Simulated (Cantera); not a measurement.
Mixture: 5.49 % CO, 6.04 % H₂, 0.933 % CH₄, 17.3 % O₂, 65.3 % N₂, 4.88 % H₂O, at 1.01 bar, adiabatic and at constant volume. Ignition delay is the time to a rise of 400 K.

Computed with Cantera and GRI-Mech 3.0 (53 species, 325 reactions). Where the delays flatten at high temperature, the 400 K rule measures the pace of heat release, not the induction time.

### Question
Predict: delay at 1200 K; delay at 1400 K; delay at 1600 K; delay at 1800 K; delay at 2000 K.

### Answer
delay at 1200 K: 98.0 µs
delay at 1400 K: 42.3 µs
delay at 1600 K: 30.4 µs
delay at 1800 K: 29.5 µs
delay at 2000 K: 35.1 µs
